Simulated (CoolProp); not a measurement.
Saturation properties of ethylene (Tc = 282.4 K, pc = 50.42 bar, ω = 0.087).

Computed with CoolProp (reference Helmholtz-energy equation of state, Smukala 2000).

```json
[
 {"T (K)": "158.2", "p (bar)": "0.4978", "vapour density (kg/m³)": "___", "enthalpy of vaporisation (kJ/kg)": "___", "liquid cp (kJ/(kg K))": "2.406"},
 {"T (K)": "167.8", "p (bar)": "0.9224", "vapour density (kg/m³)": "1.914", "enthalpy of vaporisation (kJ/kg)": "484.7", "liquid cp (kJ/(kg K))": "2.415"},
 {"T (K)": "177.4", "p (bar)": "1.587", "vapour density (kg/m³)": "3.163", "enthalpy of vaporisation (kJ/kg)": "470.5", "liquid cp (kJ/(kg K))": "2.434"},
 {"T (K)": "187", "p (bar)": "2.569", "vapour density (kg/m³)": "4.952", "enthalpy of vaporisation (kJ/kg)": "455.2", "liquid cp (kJ/(kg K))": "2.465"},
 {"T (K)": "196.6", "p (bar)": "3.952", "vapour density (kg/m³)": "7.424", "enthalpy of vaporisation (kJ/kg)": "438.7", "liquid cp (kJ/(kg K))": "2.509"},
 {"T (K)": "206.2", "p (bar)": "5.826", "vapour density (kg/m³)": "10.75", "enthalpy of vaporisation (kJ/kg)": "420.6", "liquid cp (kJ/(kg K))": "2.571"},
 {"T (K)": "215.8", "p (bar)": "8.283", "vapour density (kg/m³)": "___", "enthalpy of vaporisation (kJ/kg)": "400.5", "liquid cp (kJ/(kg K))": "2.654"},
 {"T (K)": "225.4", "p (bar)": "11.42", "vapour density (kg/m³)": "20.86", "enthalpy of vaporisation (kJ/kg)": "378.1", "liquid cp (kJ/(kg K))": "2.769"},
 {"T (K)": "235.1", "p (bar)": "15.39", "vapour density (kg/m³)": "28.40", "enthalpy of vaporisation (kJ/kg)": "352.3", "liquid cp (kJ/(kg K))": "2.933"},
 {"T (K)": "244.7", "p (bar)": "20.21", "vapour density (kg/m³)": "38.21", "enthalpy of vaporisation (kJ/kg)": "322.8", "liquid cp (kJ/(kg K))": "3.174"},
 {"T (K)": "254.3", "p (bar)": "26.04", "vapour density (kg/m³)": "51.38", "enthalpy of vaporisation (kJ/kg)": "287.7", "liquid cp (kJ/(kg K))": "___"}
]
```

Task: Some entries are withheld; supply them.

Result: 
- 158.2, vapour density (kg/m³): 1.083
- 158.2, enthalpy of vaporisation (kJ/kg): 498.1
- 215.8, vapour density (kg/m³): 15.13
- 254.3, liquid cp (kJ/(kg K)): 3.565

It boils at 169.4 K under 1 atm.
